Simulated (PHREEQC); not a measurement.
1.5 g of hydrous ferric oxide (600 m²/g; 0.2 weak and 0.005 strong sites per Fe, Dzombak-Morel constants, diffuse double layer) in 1 kg of water with 0.001 mol/kgw of an inert sodium salt and 0.66 mmol/kgw Na2SO4, at 25 °C; the pH is set by adding NaOH or the inert anion's acid. Oxygen alone is held at its pressure in air (log pO2 = -0.68). CO2 from the air is kept out. Nothing may precipitate in this run.

Computed with PHREEQC (ion-association model, wateq4f.dat).

Problem. Predict S sorbed (%), surface charge σ (C/m²) at pH = 4, 8, 8.5, 10.

Solution. 
| pH | S sorbed (%) | surface charge σ (C/m²) |
|---|---|---|
| 4 | 100.0 | 0.096 |
| 8 | 2.0 | 0.001 |
| 8.5 | 0.2 | -0.003 |
| 10 | 0.0 | -0.025 |

Complexes and solids missing from the database can't appear.
